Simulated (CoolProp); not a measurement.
Vapour-liquid equilibrium of carbon dioxide (1) + R125 (2) at 237.3 K; x and y are mole fractions of (1).

Computed with CoolProp (multi-fluid Helmholtz-energy mixture model, Span 1996 and Lemmon 2005; pair parameters Bell 2016).

```
x     bubble pressure (MPa)  y at the bubble point  dew pressure at overall composition x (MPa)  liquid density (mol/L)
----  ---------------------  ---------------------  -------------------------------------------  ----------------------
0.05                 0.2423                  0.285                                       0.1869                   12.57
0.15                 0.3676                  0.562                                       0.2071                   13.28
0.25                 0.4849                  0.694                                       0.2320                   14.07
0.35                 0.5922                  0.772                                       0.2635                   14.95
0.45                 0.6897                  0.824                                       0.3044                   15.94
0.55                 0.7794                  0.863                                       0.3599                   17.06
0.65                 0.8643                  0.896                                       0.4389                   18.35
0.75                 0.9474                  0.926                                       0.5583                   19.85
0.85                  1.032                  0.954                                       0.7471                   21.63
0.95                  1.120                  0.984                                        1.019                   23.76
```

No azeotrope shows between x = 0.05 and 0.95.

Pair parameters are fitted to limited data, so mixtures are less certain than the pure fluids.
